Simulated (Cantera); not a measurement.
# Thermodynamics of silicon carbide growth, feed SiHCl₃ + CH₄ + H₂

Feed: 1 mol SiHCl₃, 1.4 mol CH₄, a varied amount of H₂, held at 1475 °C and 1.00 bar.

Method: chemical equilibrium by Gibbs-energy minimisation in Cantera with the NASA 1993 tables (ideal gas, pure condensed phases). Candidate condensed phases: C, C₆H₆, C₇H₈, C₈H₁₈, Si, SiC; 109 gas species. The tables' values for SiCl₃ are old estimates; treat these amounts as uncertain. Kinetics and transport are ignored.

```tsv
n(H₂) (mol)	x H₂	x HCl	x CH₄	x SiCl₂	x H	x C₂H₂ (acetylene)	x SiCl₃	x Cl	n C(graphite)	n SiC(s)
24	0.896	0.103	0.000738	0.000737	0.000216	0.000101	5.10e-5	1.91e-5	0.396	0.977
32	0.918	0.0806	0.000775	0.000444	0.000219	0.000104	2.39e-5	1.48e-5	0.381	0.982
42	0.935	0.0635	0.000804	0.000271	0.000221	0.000106	1.14e-5	1.16e-5	0.366	0.986
57	0.950	0.0482	0.000831	0.000154	0.000223	0.000107	4.86e-6	8.72e-6	0.345	0.990
75	0.961	0.0374	0.000850	9.15e-5	0.000224	0.000109	2.23e-6	6.73e-6	0.322	0.992
100	0.970	0.0285	0.000866	5.27e-5	0.000225	0.000110	9.76e-7	5.11e-6	0.291	0.994
130	0.977	0.0222	0.000877	3.17e-5	0.000226	0.000110	4.55e-7	3.96e-6	0.255	0.996
180	0.983	0.0162	0.000888	1.68e-5	0.000226	0.000111	1.75e-7	2.88e-6	0.196	0.997
240	0.987	0.0122	0.000895	9.54e-6	0.000227	0.000111	7.52e-8	2.17e-6	0.126	0.997
320	0.990	0.00923	0.000900	5.41e-6	0.000227	0.000112	3.21e-8	1.64e-6	0.0333	0.998
420	0.992	0.00706	0.000774	3.69e-6	0.000228	8.19e-5	1.67e-8	1.25e-6	0	0.998
570	0.994	0.00522	0.000597	2.62e-6	0.000228	4.84e-5	8.75e-9	9.22e-7	0	0.998
750	0.995	0.00397	0.000469	1.93e-6	0.000228	2.98e-5	4.92e-9	7.02e-7	0	0.998
```
x: gas mole fraction; n: condensed amount in mol.

From 24 mol H₂ to 320 mol H₂ the condensed part is C(graphite) + SiC(s). From 420 mol H₂ to 750 mol H₂ the condensed part is SiC(s). The main Si-bearing gas is SiCl₂ throughout.
